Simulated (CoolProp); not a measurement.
Model: reference Helmholtz-energy equation of state, McLinden 2015, in CoolProp.

For the fluoroketone C6F12O (FK-5-1-12), give the phase and the cp (kJ/(kg K)), cv (kJ/(kg K)), speed of sound (m/s), isothermal compressibility (1/MPa) at 92.65 °C and 0.101 MPa; 123.85 °C and 0.101 MPa.


- 92.65 °C and 0.101 MPa: gas; cp 0.932, cv 0.900, speed of sound 95.9, isothermal compressibility 10.3
- 123.85 °C and 0.101 MPa: gas; cp 0.962, cv 0.931, speed of sound 101, isothermal compressibility 10.2
